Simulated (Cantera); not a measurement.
## Thermodynamics of silicon carbide growth, feed SiH2Cl2 + C2H2 + H2

Charge: 1 mol SiH2Cl2, 0.041 mol C2H2, 50 mol H2, at 1473 K and 23000 Pa.

Cantera equilibrium calculation (NASA polynomials, part measured and part estimated; ideal gas, pure solids and liquids). Candidate condensed phases: C, C6H6, C7H8, C8H18, Si, SiC; 109 gas species. Mutual solubility and eutectic melting of coexisting phases are not modelled. The tables' values for SiCl3 are old estimates; treat these amounts as uncertain. Rates play no part.

```json
{
  "x(H2)": "0.965",
  "x(HCl)": "0.0313",
  "x(SiCl2)": "0.00319",
  "x(SiCl3)": "0.000145",
  "x(SiHCl3)": "6.51e-5",
  "x(SiH2Cl2)": "2.96e-5",
  "x(H)": "2.59e-5",
  "x(SiCl4)": "2.25e-5",
  "x(CH4)": "4.12e-6",
  "n(Si(s))": "0.738 mol",
  "n(SiC(s))": "0.0818 mol",
  "gas_amount": "52.03 mol",
  "log10 activity of C(graphite) (absent)": "-2.18"
}
```
